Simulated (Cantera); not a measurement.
## Ignition delay

Mixture: CH₄ : CO : O₂ : N₂ : H₂O = 1 : 0.13 : 3.44 : 16.5 : 0.86 (molar parts), at 0.602 atm, adiabatic and at constant pressure. Ignition delay is the time to a rise of 400 K.

Cantera simulation using GRI-Mech 3.0 (53 species, 325 reactions); the numbers are that mechanism's predictions, not measurements.

```csv
T0 (K),delay (ms)
1225,51.3
1300,18.2
1375,7.08
1450,3.04
1525,1.45
1600,0.764
1675,0.435
```

| Quantity | Value |
|---|---|
| apparent activation energy between 1525 and 1675 K | 170 kJ/mol |
